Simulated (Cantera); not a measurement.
# Equilibrium for oxide etching and cleaning by halides: Fe₂O₃ + HCl + O₂

Feed: 1 mol Fe₂O₃, 83 mol HCl, 3.2 mol O₂, at 1400 °C and 11.0 Pa.

These are equilibrium values from Cantera (NASA tables, ideal gas, pure condensed phases), not measurements of a reactor. Candidate condensed phases: Fe, FeCl₂, FeCl₃, FeO, Fe(OH)₂, Fe(OH)₃, Fe₂O₃, Fe₃O₄, H₂O; 22 gas species. Equilibrium is a limit: real reactors are often held back by kinetics, nucleation or transport.

* **x(HCl)**: 0.731
* **x(Cl)**: 0.145
* **x(H₂O)**: 0.0923
* **x(FeCl₂)**: 0.0222
* **x(O₂)**: 0.00532
* **x(H₂)**: 0.00182
* **x(OH)**: 0.00113
* **x(H)**: 0.000463
* **x(O)**: 0.000232
* **gas amount**: 90.12 mol
* **log10 activity of Fe(δ) (absent)**: -4.11
* **log10 activity of FeCl₂(l) (absent)**: -6.66
